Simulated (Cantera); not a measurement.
An adiabatic, constant-pressure homogeneous reactor starts with CH4 : CO : O2 : N2 = 1 : 0.31 : 1.44 : 5.4 (molar parts), at 1773 K and 1.00 bar. Integrator tolerance rtol = 1e-08.

Detailed kinetics in Cantera: GRI-Mech 3.0 (53 species, 325 reactions).

```
quantity                                                            before                                      after
---------------------------------  ---------------------------------------  -----------------------------------------
time of steepest temperature rise                                 0.146 ms                                    22.9 µs
temperature at 2.00 s                                               2838 K                                     3003 K
equilibrium temperature                                             2838 K                                     3003 K
x(CH4) at 2.00 s                     <1e-12 (gas-phase equilibrium <1e-12)  8.38e-12 (gas-phase equilibrium 9.78e-12)
x(CO) at 2.00 s                        0.110 (gas-phase equilibrium 0.110)        0.109 (gas-phase equilibrium 0.109)
x(O2) at 2.00 s                    0.00349 (gas-phase equilibrium 0.00349)    0.00143 (gas-phase equilibrium 0.00143)
x(H2O) at 2.00 s                       0.142 (gas-phase equilibrium 0.142)        0.155 (gas-phase equilibrium 0.155)
x(CO2) at 2.00 s                     0.0363 (gas-phase equilibrium 0.0363)      0.0387 (gas-phase equilibrium 0.0387)
x(CH2CO) at 2.00 s                   <1e-12 (gas-phase equilibrium <1e-12)      <1e-12 (gas-phase equilibrium <1e-12)
```

Problem. What was changed between the two runs?
(A) initial temperature 1773 to 1575 K
(B) pressure from 1.00 bar to 0.220 bar
(C) pressure from 1.00 bar to 2.20 bar
(D) pressure from 1.00 bar to 10.0 bar

Solution. D, pressure from 1.00 bar to 10.0 bar
